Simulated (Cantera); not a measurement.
Input: 1 mol Cu2O, 0.72 mol CO, 0.18 mol N2, held at 8.50 bar.

Method: chemical equilibrium by Gibbs-energy minimisation in Cantera with the NASA 1993 tables (ideal gas, pure condensed phases). Candidate condensed phases: C, Cu, CuO, Cu2O; 27 gas species. Each liquid is taken as pure. Mutual solubility and eutectic melting of coexisting phases are not modelled. Rates play no part.

x: gas mole fraction; n: condensed amount in mol.

```json
[
 {"T (°C)": "527", "x CO2": "0.800", "x N2": "0.200", "x CO": "1.52e-7", "x O2": "<1e-12", "x Cu": "<1e-12", "x NO": "<1e-12", "x O": "<1e-12", "n Cu(s)": "1.44", "n Cu2O(s)": "0.280", "n Cu(l)": "0", "n Cu2O(l)": "0"},
 {"T (°C)": "677", "x CO2": "0.800", "x N2": "0.200", "x CO": "(withheld)", "x O2": "(withheld)", "x Cu": "<1e-12", "x NO": "(withheld)", "x O": "<1e-12", "n Cu(s)": "1.44", "n Cu2O(s)": "0.280", "n Cu(l)": "0", "n Cu2O(l)": "0"},
 {"T (°C)": "827", "x CO2": "0.800", "x N2": "0.200", "x CO": "1.67e-5", "x O2": "4.80e-10", "x Cu": "7.00e-11", "x NO": "2.05e-9", "x O": "<1e-12", "n Cu(s)": "1.44", "n Cu2O(s)": "0.280", "n Cu(l)": "0", "n Cu2O(l)": "0"},
 {"T (°C)": "977", "x CO2": "0.800", "x N2": "0.200", "x CO": "7.61e-5", "x O2": "3.79e-8", "x Cu": "5.45e-9", "x NO": "6.04e-8", "x O": "4.62e-12", "n Cu(s)": "1.44", "n Cu2O(s)": "0.280", "n Cu(l)": "0", "n Cu2O(l)": "0"},
 {"T (°C)": "1127", "x CO2": "0.800", "x N2": "0.200", "x CO": "0.000234", "x O2": "1.32e-6", "x Cu": "1.59e-7", "x NO": "9.16e-7", "x O": "3.73e-10", "n Cu(s)": "0", "n Cu2O(s)": "0.280", "n Cu(l)": "1.44", "n Cu2O(l)": "0"},
 {"T (°C)": "1277", "x CO2": "0.799", "x N2": "0.200", "x CO": "0.000553", "x O2": "2.51e-5", "x Cu": "2.18e-6", "x NO": "8.54e-6", "x O": "1.35e-8", "n Cu(s)": "0", "n Cu2O(s)": "0", "n Cu(l)": "1.44", "n Cu2O(l)": "0.280"},
 {"T (°C)": "1427", "x CO2": "0.798", "x N2": "0.200", "x CO": "0.00161", "x O2": "0.000136", "x Cu": "1.87e-5", "x NO": "3.72e-5", "x O": "1.79e-7", "n Cu(s)": "0", "n Cu2O(s)": "0", "n Cu(l)": "1.44", "n Cu2O(l)": "0.281"},
 {"T (°C)": "1577", "x CO2": "0.795", "x N2": "0.200", "x CO": "0.00398", "x O2": "0.000546", "x Cu": "0.000112", "x NO": "0.000126", "x O": "1.55e-6", "n Cu(s)": "0", "n Cu2O(s)": "0", "n Cu(l)": "1.43", "n Cu2O(l)": "0.282"},
 {"T (°C)": "1727", "x CO2": "0.789", "x N2": "0.199", "x CO": "0.00859", "x O2": "0.00174", "x Cu": "0.000507", "x NO": "0.000350", "x O": "9.57e-6", "n Cu(s)": "0", "n Cu2O(s)": "0", "n Cu(l)": "1.43", "n Cu2O(l)": "0.284"},
 {"T (°C)": "1877", "x CO2": "0.778", "x N2": "0.198", "x CO": "(withheld)", "x O2": "(withheld)", "x Cu": "(withheld)", "x NO": "(withheld)", "x O": "(withheld)", "n Cu(s)": "0", "n Cu2O(s)": "0", "n Cu(l)": "1.43", "n Cu2O(l)": "0.286"},
 {"T (°C)": "2027", "x CO2": "0.757", "x N2": "0.196", "x CO": "0.0293", "x O2": "0.0106", "x Cu": "0.00565", "x NO": "0.00176", "x O": "0.000175", "n Cu(s)": "0", "n Cu2O(s)": "0", "n Cu(l)": "1.42", "n Cu2O(l)": "0.286"},
 {"T (°C)": "2177", "x CO2": "0.721", "x N2": "0.190", "x CO": "0.0472", "x O2": "0.0217", "x Cu": "0.0150", "x NO": "0.00332", "x O": "0.000570", "n Cu(s)": "0", "n Cu2O(s)": "0", "n Cu(l)": "1.43", "n Cu2O(l)": "0.279"},
 {"T (°C)": "2327", "x CO2": "0.665", "x N2": "0.181", "x CO": "0.0695", "x O2": "0.0404", "x Cu": "0.0355", "x NO": "0.00572", "x O": "0.00160", "n Cu(s)": "0", "n Cu2O(s)": "0", "n Cu(l)": "1.44", "n Cu2O(l)": "0.260"}
]
```

Question: Some entries are withheld; supply them.

Answer: 
- 1877, x CO: 0.0166
- 1877, x O2: 0.00461
- 1877, x Cu: 0.00185
- 1877, x NO: 0.000836
- 1877, x O: 4.55e-5
- 677, x CO: 2.30e-6
- 677, x O2: 1.47e-12
- 677, x NO: 2.34e-11
